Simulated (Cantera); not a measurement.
A Cantera script and what it prints.

```python
import numpy as np
import cantera as ct

gas_names = """
    CL CLO CL2 H HCL HOCL HO2 H2 H2O H2O2 O OH O2 O3
""".split()
cond_names = """
    H2O(s) H2O(L)
""".split()


# ... load() reads the species with a 1 bar reference pressure and builds the phases ...
atoms = {
    'HCl': {'H': 1, 'CL': 1},
    'H2O': {'H': 2, 'O': 1},
    'O2': {'O': 2},
}
top_T = {}  # K; cautious upper limits of use, not melting points


# ... equilibrate(T, P, feed) seeds the gas with the atoms and calls Mixture.equilibrate('TP', solver="vcs", rtol=1e-11, max_steps=5000) ...
results = []
feed = {'HCl': 1, 'H2O': 0.45, 'O2': 0.12}  # mol
P = 790  # Pa
for T in [1075, 1150, 1225, 1300, 1375, 1450, 1525, 1600, 1675, 1750, 1825]:
    mix = equilibrate(T, P, feed)
    results.append((T, P, feed, dict(zip(mix.species_names, mix.species_moles))))

top = {s: max(r[3][s] / sum(r[3][g] for g in gas_names) for r in results) for s in gas_names}
cols = sorted((s for s in top if top[s] > 0.0001), key=lambda s: -top[s])[:5]
seen = [c for c in cond_names if any(r[3].get(c, 0) > 1e-12 for r in results)]
print("log10 of partial pressures in bar; condensed amounts in mol")
print(f"{'T/K':>10s}" + "".join(f"{s[:9]:>10s}" for s in cols + seen))
for T, P, feed, n in results:
    ng = sum(n[g] for g in gas_names)
    print(f"{T:10.4g}" + "".join(f"{np.log10(max(n[s] / ng * P / 1e5, 1e-99)):10.3f}" for s in cols)
          + "".join(f"{n.get(c, 0):10.4g}" for c in seen))
```

It prints:

```
log10 of partial pressures in bar; condensed amounts in mol
       T/K       HCL       H2O        O2        CL       CL2
      1075    -2.307    -2.633    -3.238    -5.100    -4.285
      1150    -2.305    -2.636    -3.234    -4.794    -4.464
      1225    -2.305    -2.638    -3.233    -4.528    -4.628
      1300    -2.306    -2.637    -3.235    -4.295    -4.778
      1375    -2.308    -2.636    -3.240    -4.090    -4.917
      1450    -2.312    -2.633    -3.247    -3.909    -5.049
      1525    -2.318    -2.630    -3.258    -3.749    -5.175
      1600    -2.325    -2.625    -3.273    -3.608    -5.297
      1675    -2.333    -2.620    -3.292    -3.483    -5.417
      1750    -2.344    -2.614    -3.315    -3.373    -5.536
      1825    -2.356    -2.608    -3.342    -3.277    -5.654
```

Cantera equilibrium calculation (NASA polynomials, part measured and part estimated; ideal gas, pure solids and liquids).
